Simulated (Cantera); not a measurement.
## Ignition delay

Mixture: 23.0 % CO, 3.22 % H2, 14.9 % O2, 56.1 % N2, 2.76 % H2O, equivalence ratio 0.88, at 2.40 bar, adiabatic and at constant pressure. Ignition delay is the time to a rise of 400 K.

Computed with Cantera and GRI-Mech 3.0 (53 species, 325 reactions). The hydrogen kinetics of GRI-Mech 3.0 are dated; newer H2 mechanisms differ, most at raised pressure. Where the delays flatten at high temperature, the 400 K rule measures the pace of heat release, not the induction time.

```json
[
 {"T0 (K)": "1125", "delay (ms)": "0.116"},
 {"T0 (K)": "1175", "delay (ms)": "0.0684"},
 {"T0 (K)": "1225", "delay (ms)": "0.0480"},
 {"T0 (K)": "1275", "delay (ms)": "0.0370"},
 {"T0 (K)": "1325", "delay (ms)": "0.0302"},
 {"T0 (K)": "1375", "delay (ms)": "0.0258"},
 {"T0 (K)": "1425", "delay (ms)": "0.0227"},
 {"T0 (K)": "1475", "delay (ms)": "0.0204"},
 {"T0 (K)": "1525", "delay (ms)": "0.0188"},
 {"T0 (K)": "1575", "delay (ms)": "0.0176"}
]
```
